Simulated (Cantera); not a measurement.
Charge: 1 mol Ta(OEt)₅, 8.8 mol H₂O, at 2075 K and 1 atm.

Method: chemical equilibrium by Gibbs-energy minimisation in Cantera with the NASA 1993 tables (ideal gas, pure condensed phases). Candidate condensed phases: C, C₆H₆, C₇H₈, C₈H₁₈, H₂O, Ta, TaC, Ta₂O₅; 113 gas species. The feed counts by its element totals alone. Rates play no part.

Base state: H₂ 0.641, CO 0.315, H₂O 0.0377, CO₂ 0.00382, H 0.00212, OH 1.42e-5 (mole fractions); condensed: Ta₂O₅(l).

Task: What changes in the equilibrium state with this change: H₂O from 8.8 to 2.3 mol?

Result: 
```csv
species,before,after
H₂,0.641,0.667
CO,0.315,0.330
H,0.00212,0.00216
H₂O,0.0377,1.96e-5
C₂H₂ (acetylene),<1e-9,0.000827
CH₄,6.98e-8,0.000158
CH₃,4.52e-9,1.00e-5
"Ta₂O₅(l), mol",0.500,0
"C(graphite), mol",0,1.66
"TaC(s), mol",0,1.00
```
TaC: taken at fixed stoichiometry. Condensed phases not in the tables: Ta₂C.
